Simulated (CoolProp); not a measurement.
Values from CoolProp's reference Helmholtz-energy equation of state, Thol 2021.

Question: Give the vapour pressure (bar), vapour density (kg/m³), enthalpy of vaporisation (kJ/kg) of saturated chlorine at 252.4, 271.1 K.

Answer: 
```csv
T (K),p (bar),vapour density (kg/m³),enthalpy of vaporisation (kJ/kg)
252.4,1.75,6.16,279
271.1,3.44,11.5,267
```
